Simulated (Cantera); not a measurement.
Charge: 1 mol LiCl, 24 mol H₂, at 1673 K and 1.33 mbar.

Equilibrium computed with Cantera from the NASA thermochemical tables; the gas is ideal and each condensed phase is pure. Candidate condensed phases: Li, LiCl, LiH; 11 gas species. Kinetics and transport are ignored.

Base state: H₂ 0.956, LiCl 0.0385, H 0.00305, Li 0.00141, HCl 0.00141 (mole fractions); condensed: gas only.

Q: What changes in the equilibrium state with this change: temperature from 1673 K to 975 K?

A: 
```
species   before     after
-------  -------  --------
H₂         0.956     0.969
LiCl      0.0385    0.0224
Li₂Cl₂   8.65e-7   0.00877
Li₃Cl₃     <1e-9  0.000126
H        0.00305   3.08e-8
Li       0.00141   1.25e-6
HCl      0.00141   1.25e-6
```

Q: What changes in the equilibrium state with this change: temperature from 1673 K to 2073.15 K?

A: 
| species | before | after |
|---|---|---|
| H₂ | 0.956 | 0.886 |
| H | 0.00305 | 0.0679 |
| LiCl | 0.0385 | 0.0306 |
| Cl | 3.51e-6 | 0.000420 |
| Li | 0.00141 | 0.00785 |
| HCl | 0.00141 | 0.00744 |
